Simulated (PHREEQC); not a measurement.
1 kg of water holding 0.0037 mol CaCl2 and 0.45 mol MgCl2 is evaporated at 20 °C; the solids stay in contact with the brine. The system is closed to CO2. Only these solids could form: Bischofite, Brucite, Portlandite, MgCl2_4H2O.

Base run: PHREEQC, Pitzer model, pitzer.dat. Each further column changes one thing. The table gives water activity.

```tsv
H2O removed (mol)	base	temperature from 20 to 75 °C	temperature from 20 to 25 °C
0	0.977	[?]	0.977
18.01	0.964	[?]	0.965
30.18	0.942	[?]	0.942
38.4	0.901	[?]	0.902
46.01	0.766	[?]	0.768
49.09	0.584	[?]	0.588
51.17	0.321	[?]	0.325
```

### Question
What belongs in the gaps?

### Answer

- 0, temperature from 20 to 75 °C: 0.978
- 18.01, temperature from 20 to 75 °C: 0.967
- 30.18, temperature from 20 to 75 °C: 0.946
- 38.4, temperature from 20 to 75 °C: 0.910
- 46.01, temperature from 20 to 75 °C: 0.791
- 49.09, temperature from 20 to 75 °C: 0.631
- 51.17, temperature from 20 to 75 °C: 0.388

 Away from 25 °C the constants follow the database's enthalpies or fits; those with neither stay at their 25 °C values.
